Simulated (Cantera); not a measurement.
Input: 1 mol K2CO3, 2.8 mol CO2, 6.4 mol H2, at 1152 °C and 0.00480 bar.

These are equilibrium values from Cantera (NASA tables, ideal gas, pure condensed phases), not measurements of a reactor. Candidate condensed phases: C, C6H6, C7H8, C8H18, H2O, K, KOH, KO2, K2CO3, K2O, K2O2; 116 gas species. Kinetics and transport are ignored.

Base state: H2O 0.266, H2 0.251, CO 0.216, K 0.133, CO2 0.101, KOH 0.0335, H 4.93e-5 (mole fractions); condensed: gas only.

Question: What changes in the equilibrium state with this change: H2 from 6.4 to 0.014 mol?

Answer: 
| species | before | after |
|---|---|---|
| CO2 | 0.101 | 0.878 |
| K | 0.133 | 0.0923 |
| O2 | <1e-9 | 0.0210 |
| H2O | 0.266 | 2.35e-6 |
| H2 | 0.251 | <1e-9 |
| CO | 0.216 | 0.000131 |
| KOH | 0.0335 | 0.00827 |
| H | 4.93e-5 | 1.22e-9 |
| KO | 2.23e-8 | 0.000222 |
| K2CO3(l), mol | 0 | 0.830 |

Question: What changes in the equilibrium state with this change: H2 from 6.4 to 0.068 mol?

Answer: 
```csv
species,before,after
CO2,0.101,0.845
K,0.133,0.101
KOH,0.0335,0.0376
H2O,0.266,4.67e-5
H2,0.251,3.52e-9
O2,<1e-9,0.0158
CO,0.216,0.000145
KO,2.23e-8,0.000211
H,4.93e-5,5.85e-9
"K2CO3(l), mol",0,0.750
```

Question: What changes in the equilibrium state with this change: temperature from 1152 °C to 1950 °C?

Answer: 
| species | before | after |
|---|---|---|
| H2O | 0.266 | 0.296 |
| CO | 0.216 | 0.235 |
| H2 | 0.251 | 0.188 |
| H | 4.93e-5 | 0.0401 |
| CO2 | 0.101 | 0.0692 |
| KOH | 0.0335 | 0.00619 |
| K | 0.133 | 0.154 |
| O | <1e-9 | 0.00135 |
| O2 | <1e-9 | 0.000896 |
| OH | 1.14e-6 | 0.00913 |
| KO | 2.23e-8 | 4.47e-5 |
| KH | 8.32e-6 | 2.37e-5 |
